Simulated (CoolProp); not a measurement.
Vapour-liquid equilibrium of carbon dioxide (1) + sulfur dioxide (2) at 222.2 K; x and y are mole fractions of (1).

Computed with CoolProp (multi-fluid Helmholtz-energy mixture model, Span 1996 and Gao 2016; pair parameters Bell 2016).

```csv
x,bubble pressure (kPa),y at the bubble point,dew pressure at overall composition x (kPa),liquid density (mol/L)
0.05,54.82,0.809,11.41,24.58
0.2,180.4,0.949,13.54,24.96
0.35,290.1,0.972,16.62,25.33
0.5,382.1,0.982,21.52,25.67
0.65,461.2,0.988,30.52,25.97
0.8,537.1,0.993,52.43,26.19
0.95,622.8,0.998,184.5,26.31
```

No azeotrope shows between x = 0.05 and 0.95.

Pair parameters are fitted to limited data, so mixtures are less certain than the pure fluids.
